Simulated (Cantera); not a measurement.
Input: 1 mol Na2CO3, 1.3 mol H2, 0.62 mol CO2, at 1.43 Torr.

Equilibrium computed with Cantera from the NASA thermochemical tables; the gas is ideal and each condensed phase is pure. Candidate condensed phases: C, C6H6, C7H8, C8H18, H2O, Na, NaOH, NaO2, Na2CO3, Na2O, Na2O2; 117 gas species. Rates play no part.

At 1650 K, list the 7 most abundant gas species with their mole fractions, and the condensed phases.

Na 0.387, CO2 0.275, H2O 0.239, CO 0.0583, NaOH 0.0248, H2 0.0158, H 0.000262. Condensed: gas only.
